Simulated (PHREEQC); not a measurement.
Model water analysis in mg/kgw, 25 °C, pH 3.84: Na 2270; K 34.5; Ca 669; Mg 85.6; Cl 1650; S(6) as SO4 4430.

Valence states are taken as typed.

The numbers come from PHREEQC with the Pitzer model, pitzer.dat.

Each row changes one thing in this solution. This is a speciation only: nothing precipitates in the calculation.

```csv
case,HSO4- (mol/kgw),MgOH+ (mol/kgw),SI of Gypsum (CaSO4:2H2O),SI of Mirabilite (Na2SO4:10H2O)
as made,0.000185,1.24e-11,+0.12,-3.06
temperature from 25 to 30 °C at the same typed pH,___,1.88e-11,___,-3.27
K from 34.5 to 69 mg/kgw,___,1.24e-11,+0.12,-3.06
Cl from 1650 to 4950 mg/kgw,0.000164,___,+0.09,-3.14
```

Task: Fill in the missing entries.

Result: 
- temperature from 25 to 30 °C at the same typed pH, HSO4- (mol/kgw): 0.000211
- temperature from 25 to 30 °C at the same typed pH, SI of Gypsum (CaSO4:2H2O): +0.11
- K from 34.5 to 69 mg/kgw, HSO4- (mol/kgw): 0.000184
- Cl from 1650 to 4950 mg/kgw, MgOH+ (mol/kgw): 1.22e-11

Some of these states are supersaturated (in Gypsum, for instance).
